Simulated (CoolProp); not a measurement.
Vapour-liquid equilibrium of n-hexane (1) + toluene (2) at 0.0902 MPa; x and y are mole fractions of (1).

Values from CoolProp's multi-fluid Helmholtz-energy mixture model, Thol 2019 and Lemmon 2006; pair parameters Bell 2016.

```tsv
x	bubble temperature (°C)	y at the bubble point	dew temperature at overall composition x (°C)	liquid density (mol/L)
0.05	101.0	0.187	105.1	(withheld)
0.15	(withheld)	0.428	102.2	8.344
0.25	(withheld)	0.574	99.0	(withheld)
0.35	82.2	0.673	95.6	8.070
0.45	78.5	0.747	91.8	7.925
0.55	75.5	0.805	87.8	7.780
0.65	72.8	0.855	83.3	(withheld)
0.75	70.4	0.900	78.3	7.495
0.85	68.2	0.941	73.1	(withheld)
0.95	66.1	(withheld)	67.7	(withheld)
```

Fill in the missing entries.


- 0.05, liquid density (mol/L): 8.457
- 0.15, bubble temperature (°C): 92.7
- 0.25, bubble temperature (°C): 86.7
- 0.25, liquid density (mol/L): 8.212
- 0.65, liquid density (mol/L): 7.636
- 0.85, liquid density (mol/L): 7.358
- 0.95, y at the bubble point: 0.981
- 0.95, liquid density (mol/L): 7.225

No azeotrope shows between x = 0.05 and 0.95.

Pair parameters are fitted to limited data, so mixtures are less certain than the pure fluids.
